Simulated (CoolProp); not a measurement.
A single-stage vapour-compression cycle with R1336mzz(E): evaporating at 306.15 K (dew point), condensing at 350.15 K (bubble point), superheat 10 K, subcooling 2 K, compressor efficiency 0.85, no pressure losses. Each further row changes one setting.

Model: reference Helmholtz-energy equation of state, Akasaka 2023, in CoolProp.

```
case                              cooling COP  pressure ratio  discharge temperature (K)  refrigerating effect (kJ/kg)  volumetric capacity (kJ/m³)
--------------------------------  -----------  --------------  -------------------------  ----------------------------  ---------------------------
as stated                                   …            3.48                      352.4                          94.1                         1630
evaporating temperature 311.15 K            …            2.96                          …                          97.6                            …
condensing temperature 345.15 K          5.30            3.07                          …                           101                         1740
subcooling 7 K                           4.79            3.48                      352.4                           101                         1750
superheat 20 K                           4.66            3.48                      362.2                             …                         1710
compressor efficiency 0.75               3.95            3.48                      355.2                          94.1                         1630
```

Task: Some entries are withheld; supply them.

Result: 
- as stated, cooling COP: 4.47
- evaporating temperature 311.15 K, cooling COP: 5.32
- evaporating temperature 311.15 K, discharge temperature (K): 353.3
- evaporating temperature 311.15 K, volumetric capacity (kJ/m³): 1980
- condensing temperature 345.15 K, discharge temperature (K): 348.2
- superheat 20 K, refrigerating effect (kJ/kg): 103
